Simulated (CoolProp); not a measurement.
Normal hydrogen at 293.15 K and 2.59 MPa is throttled through a valve to 1.21 MPa with no heat exchange. Each further row changes one setting.

Computed with CoolProp (reference Helmholtz-energy equation of state, Leachman 2009).

| case | temperature change (K) | final phase | final density (kg/m³) |
|---|---|---|---|
| as stated | +0.4 | gas | 0.992 |
| outlet pressure 0.363 MPa | +0.7 | gas | 0.299 |
| outlet pressure 1.57 MPa | +0.3 | supercritical | 1.29 |
